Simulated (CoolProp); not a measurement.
A single-stage vapour-compression cycle with carbon dioxide: evaporating at 261.15 K (dew point), condensing at 283.15 K (bubble point), superheat 10 K, subcooling 0 K, compressor efficiency 0.85, no pressure losses. Each further row changes one setting.

The numbers come from the reference Helmholtz-energy equation of state, Span 1996 in CoolProp.

| case | cooling COP | pressure ratio | discharge temperature (K) | refrigerating effect (kJ/kg) | volumetric capacity (kJ/m³) |
|---|---|---|---|---|---|
| as stated | 7.43 | 1.80 | 317.3 | 223 | 13700 |
| evaporating temperature 266.15 K | 10.0 | … | … | 223 | … |
| condensing temperature 278.15 K | 10.2 | 1.59 | 306.9 | … | 14500 |
| subcooling 5 K | 7.89 | 1.80 | 317.3 | 238 | 14500 |
| superheat 20 K | … | 1.80 | … | 236 | 13400 |
| compressor efficiency 0.75 | … | 1.80 | 320.4 | 223 | 13700 |

Fill in the missing entries.


- evaporating temperature 266.15 K, pressure ratio: 1.56
- evaporating temperature 266.15 K, discharge temperature (K): 311.1
- evaporating temperature 266.15 K, volumetric capacity (kJ/m³): 15900
- condensing temperature 278.15 K, refrigerating effect (kJ/kg): 237
- superheat 20 K, cooling COP: 7.29
- superheat 20 K, discharge temperature (K): 328.7
- compressor efficiency 0.75, cooling COP: 6.55
